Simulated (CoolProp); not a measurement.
Saturation properties of R115.

Values from CoolProp's reference Helmholtz-energy equation of state, Lemmon 2016.

| T (K) | p (MPa) | liquid density (kg/m³) | enthalpy of vaporisation (kJ/kg) | vapour Z |
|---|---|---|---|---|
| 185.2 | 0.005754 | 1708 | (withheld) | 0.9952 |
| 195.2 | 0.01191 | 1676 | 138.8 | 0.9915 |
| 205.1 | 0.02254 | 1644 | (withheld) | 0.9861 |
| 215.1 | 0.04005 | 1611 | 132.2 | 0.9784 |
| 225 | (withheld) | 1577 | 128.7 | 0.9685 |
| 235 | 0.1063 | (withheld) | 125.0 | 0.9557 |
| 244.9 | 0.1613 | (withheld) | 121.1 | 0.9402 |
| 254.9 | 0.2370 | 1471 | 116.9 | 0.9213 |

Q: Complete the blanks.

A: 
- 185.2, enthalpy of vaporisation (kJ/kg): 142.1
- 205.1, enthalpy of vaporisation (kJ/kg): 135.6
- 225, p (MPa): 0.06673
- 235, liquid density (kg/m³): 1543
- 244.9, liquid density (kg/m³): 1508

It boils at 233.9 K under 1 atm.
